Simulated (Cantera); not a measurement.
# Pyrogenic steam for wet oxidation

An isothermal, constant-pressure homogeneous reactor starts with 12.9 % H₂, 11.7 % O₂, 75.2 % N₂, 0.188 % H₂O, at 1375 K and 0.130 bar.

Cantera simulation using GRI-Mech 3.0 (53 species, 325 reactions); the numbers are that mechanism's predictions, not measurements. The temperature is held fixed by assumption; the heat of reaction is taken as removed at once.

```csv
t (s),x H₂,x O₂,x OH,x O,x NO₂
2.00e-6,0.129,0.117,2.13e-10,2.31e-10,<1e-12
1.00e-5,0.129,0.117,3.25e-9,4.14e-9,<1e-12
5.02e-5,0.129,0.117,1.15e-7,1.57e-7,<1e-12
0.000252,0.0314,0.0717,0.00657,0.0159,6.61e-12
0.00126,0.0107,0.0595,0.00508,0.0117,4.28e-10
0.00632,0.00179,0.0563,0.00199,0.00148,2.50e-9
0.0317,6.31e-5,0.0564,0.000373,5.11e-5,2.12e-8
0.159,4.65e-6,0.0565,0.000103,3.88e-6,2.45e-8
0.796,7.96e-7,0.0565,4.28e-5,6.71e-7,2.53e-8
3.99,5.04e-7,0.0565,3.40e-5,4.23e-7,3.06e-8
20.0,5.03e-7,0.0565,3.40e-5,4.22e-7,3.06e-8
```
x: mole fraction; the columns are a selection and need not sum to one.

Equilibrium at this temperature and pressure: H₂ 5.04e-7, O₂ 0.0563, OH 3.40e-5, O 4.22e-7, NO₂ 4.99e-7 (gas phase only).
